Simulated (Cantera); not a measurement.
A closed system holds: 1 mol C2H5OH, 0.064 mol CO2, 34 mol N2, 0.49 mol H2, equilibrated at 1.33 mbar.

These are equilibrium values from Cantera (NASA tables, ideal gas, pure condensed phases), not measurements of a reactor. Candidate condensed phases: C, C6H6, C7H8, C8H18, H2O; 136 gas species. The numbers say what is thermodynamically allowed, not how fast it happens.

Over these rows the condensed part is C(graphite). Partial pressures as log10 of bar:

```tsv
T (K)	1000/T (1/K)	log p H2O	log p N2	log p H2	log p CO
675	1.4815	-5.56	-2.93	-3.93	-4.63
725	1.3793	-6.10	-2.93	-3.92	-4.46
775	1.2903	-6.68	-2.93	-3.92	-4.42
825	1.2121	-7.23	-2.93	-3.92	-4.41
875	1.1429	?	-2.93	-3.92	-4.41
925	1.0811	-8.16	-2.93	-3.92	-4.41
```

### Question
Fit log p(H2O) = a + b·(1000/T) to the five rows, give the apparent enthalpy, and predict the row at 875 K.

### Answer
Means: 1000/T = 1.2889, log p = -6.746. Sxy = 0.617915, Sxx = 0.0943480, so b = 6.55 and a = -6.746 − (6.55)×1.2889 = -15.19.
Apparent enthalpy: −19.145 × (6.55) = -125 kJ/mol. With the condensed phases at unit activity, H2(g) + CO(g) = H2O(g) + C(graphite) links this pressure to the main gases: over the six rows their terms move log p by +0.23 in all, so the slope isn't that reaction's ΔH° alone. The five rows lie within 0.07 of the line.
Prediction at 875 K: -15.19 + (6.55)×1.1429 = -7.70. The computed value is -7.72, 0.02 from the line.
